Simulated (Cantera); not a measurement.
Feed: 1 mol acetone, 0.44 mol O2, 0.76 mol H2, held at 1300 K and 21800 Torr.

These are equilibrium values from Cantera (NASA tables, ideal gas, pure condensed phases), not measurements of a reactor. Candidate condensed phases: C, C6H6, C7H8, C8H18, H2O; 110 gas species. The feed counts by its element totals alone. Equilibrium is a limit: real reactors are often held back by kinetics, nucleation or transport.

**Question.** What is the equilibrium state?

**Answer.** 
```json
{
  "x(H2)": "0.564",
  "x(CO)": "0.304",
  "x(CH4)": "0.0726",
  "x(H2O)": "0.0454",
  "x(CO2)": "0.0139",
  "x(C2H4)": "1.53e-5",
  "x(C2H6)": "1.27e-5",
  "x(HCHO (formaldehyde))": "2.36e-6",
  "n(C(graphite))": "1.05 mol",
  "gas_amount": "4.983 mol"
}
```
